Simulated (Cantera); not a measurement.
## Thermodynamics of titanium nitride, carbide and oxide coatings, feed Ti + C3H8 + H2

Feed: 1 mol Ti, 0.21 mol C3H8, 120 mol H2, equilibrated at 1725 K.

Equilibrium computed with Cantera from the NASA thermochemical tables; the gas is ideal and each condensed phase is pure. Candidate condensed phases: C, C6H6, C7H8, C8H18, Ti, TiC; 77 gas species. Mutual solubility and eutectic melting of coexisting phases are not modelled. TiC: taken at fixed stoichiometry. Condensed phases not in the tables: N, O or C dissolved in the metal. Equilibrium is a limit: real reactors are often held back by kinetics, nucleation or transport.

| P (Pa) | x H2 | x H | x Ti | x CH4 | n Ti(β) | n TiC(s) |
|---|---|---|---|---|---|---|
| 10 | 0.980 | 0.0184 | 0.00130 | 1.16e-12 | 0.211 | 0.630 |
| 32 | 0.989 | 0.0103 | 0.000406 | 3.78e-12 | 0.321 | 0.630 |
| 100 | 0.994 | 0.00586 | 0.000130 | 1.19e-11 | 0.354 | 0.630 |
| 320 | 0.997 | 0.00328 | 4.06e-5 | 3.84e-11 | 0.365 | 0.630 |
| 1000 | 0.998 | 0.00186 | 1.30e-5 | 1.20e-10 | 0.368 | 0.630 |
| 3200 | 0.999 | 0.00104 | 4.06e-6 | 3.86e-10 | 0.370 | 0.630 |
| 10000 | 0.999 | 0.000587 | 1.30e-6 | 1.21e-9 | 0.370 | 0.630 |
| 32000 | 1.000 | 0.000328 | 4.06e-7 | 3.86e-9 | 0.370 | 0.630 |
| 100000 | 1.000 | 0.000186 | 1.30e-7 | 1.21e-8 | 0.370 | 0.630 |
x: gas mole fraction; n: condensed amount in mol.

From 10.0 Pa to 1.00 bar the condensed part is Ti(β) + TiC(s). The main Ti-bearing gas is Ti throughout.
